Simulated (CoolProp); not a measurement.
The fluid at 512.07 K and 3.49 MPa is throttled through a valve to 1.92 MPa with no heat exchange. The same conditions are run with several fluids, on thermodynamics alone (safety and materials aside).

Model: reference Helmholtz-energy equation of state of each fluid (octamethyltrisiloxane (MDM): Thol 2017; p-xylene: Zhou 2012; n-undecane: Aleksandrov 2011; dodecamethylcyclohexasiloxane (D6): Colonna 2008; n-octane: Beckmüller 2019), in CoolProp.

```json
[
 {"fluid": "octamethyltrisiloxane (MDM)", "temperature change (K)": "-0.5", "final density (kg/m³)": "564"},
 {"fluid": "p-xylene", "temperature change (K)": "-0.1", "final density (kg/m³)": "643"},
 {"fluid": "n-undecane", "temperature change (K)": "+0.1", "final density (kg/m³)": "564"},
 {"fluid": "dodecamethylcyclohexasiloxane (D6)", "temperature change (K)": "+0.2", "final density (kg/m³)": "731"},
 {"fluid": "n-octane", "temperature change (K)": "-0.6", "final density (kg/m³)": "484"}
]
```
